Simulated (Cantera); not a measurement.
A perfectly stirred reactor is fed with CH4 : H2 : O2 : N2 : H2O = 1 : 0.16 : 2.08 : 7.82 : 2.7 (molar parts), equivalence ratio 1.0, at 2.17 atm; it is adiabatic with a 625 K inlet, and is followed from long to short residence time, starting on the burning branch (τ in s: 0.44, 0.15, 0.053, 0.018, 0.0063, 0.0022, 0.00076, 0.00026, 9.1e-05).

Detailed kinetics in Cantera: GRI-Mech 3.0 (53 species, 325 reactions).

Task: Predict: blow-out, bracketed by the residence times tried; x(CH4) at τ = 0.440 s; x(H2) at τ = 0.440 s; x(O2) at τ = 0.440 s; x(NO) at τ = 0.440 s; x(CH4) at τ = 6.30 ms; x(H2) at τ = 6.30 ms; x(O2) at τ = 6.30 ms; x(C2H6) at τ = 6.30 ms; x(NO) at τ = 6.30 ms.

Result: 
```json
{
  "blow_out_bracketed_by_the_residence_times_tried": "burning at 91.0 µs, the shortest tried",
  "x(CH4) at τ = 0.440 s": "1.30e-6",
  "x(H2) at τ = 0.440 s": "0.00339",
  "x(O2) at τ = 0.440 s": "0.00267",
  "x(NO) at τ = 0.440 s": "0.000506",
  "x(CH4) at τ = 6.30 ms": "3.20e-5",
  "x(H2) at τ = 6.30 ms": "0.00681",
  "x(O2) at τ = 6.30 ms": "0.00600",
  "x(C2H6) at τ = 6.30 ms": "1.23e-9",
  "x(NO) at τ = 6.30 ms": "0.000109"
}
```
